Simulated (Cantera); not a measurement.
Charge: 1 mol SiCl4, 0.36 mol H2, 0.53 mol Cl2, held at 1023.15 K and 7.40 bar.

These are equilibrium values from Cantera (NASA tables, ideal gas, pure condensed phases), not measurements of a reactor. Candidate condensed phases: Si; 19 gas species. The numbers say what is thermodynamically allowed, not how fast it happens.

Task: What is the equilibrium state?

Result: x(SiCl4): 0.529
x(HCl): 0.381
x(Cl2): 0.0899
x(Cl): 6.01e-5
gas amount: 1.890 mol
log10 activity of Si(s) (absent): -26.00
